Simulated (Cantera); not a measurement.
Mixture: CH4 : CO : O2 : N2 = 1 : 0.21 : 2.34 : 8.79 (molar parts), equivalence ratio 0.90, at 101000 Pa, adiabatic and at constant pressure. Ignition delay is the time to a rise of 400 K.

Cantera simulation using GRI-Mech 3.0 (53 species, 325 reactions); the numbers are that mechanism's predictions, not measurements.

**Question.** At T0 = 1423 K, what is the delay, and which 8 reactions control it most (d ln τ / d ln k, from doubling and halving each rate constant)?

**Answer.** The delay is 2.57 ms.
```
reaction                  d ln τ / d ln k   faster rate
------------------------  ---------------  ------------
CH3 + O2 <=> CH3O + O               -0.50   shortens it
2 CH3 (+M) <=> C2H6 (+M)             0.47  lengthens it
H + O2 <=> O + OH                   -0.35   shortens it
CH4 + H <=> CH3 + H2                 0.28  lengthens it
CH3 + O2 <=> CH2O + OH              -0.25   shortens it
CH3 + HO2 <=> CH3O + OH             -0.21   shortens it
CH2O + O2 <=> HCO + HO2             -0.15   shortens it
CH4 + OH <=> CH3 + H2O               0.14  lengthens it
```
